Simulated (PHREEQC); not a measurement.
Make-up at 25 °C: 62 mmol/kgw TMAH, 4.5 mmol/kgw H3BO3 and 1.1 mmol/kgw K3PO4. Closed to the air; pH follows from the charge balance.

Model: ion-association model, phreeqc.dat, run in PHREEQC.

No solid was allowed to form.

### Question
What pH, ionic strength does the model give?

### Answer
pH 12.65; ionic strength 0.0683 mol/kgw.

### Question
In which forms is P present?

### Answer
PO4-3 87 %, HPO4-2 13 % of the P.

Complexes and solids missing from the database can't appear. (CH3)4N+ isn't in the database: it is added as a free cation with an ion size of 4 Å.
